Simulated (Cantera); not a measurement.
An adiabatic, constant-pressure homogeneous reactor starts with 5.85 % CH4, 19.8 % O2, 74.3 % N2, equivalence ratio 0.59, at 1675 K and 1.18 atm.

Model: GRI-Mech 3.0 (53 species, 325 reactions), integrated in Cantera.

Task: Predict: time of steepest temperature rise; temperature at 0.200 s; equilibrium temperature; x(O2) at 0.200 s; x(HCO) at 0.200 s; x(NO) at 0.200 s.

Result: 
```json
{
  "time_of_steepest_temperature_rise": "0.205 ms",
  "temperature at 0.200 s": "2612 K",
  "equilibrium_temperature": "2612 K",
  "x(O2) at 0.200 s": "0.0729 (gas-phase equilibrium 0.0729)",
  "x(HCO) at 0.200 s": "3.31e-9 (gas-phase equilibrium 3.31e-9)",
  "x(NO) at 0.200 s": "0.0157 (gas-phase equilibrium 0.0157)"
}
```
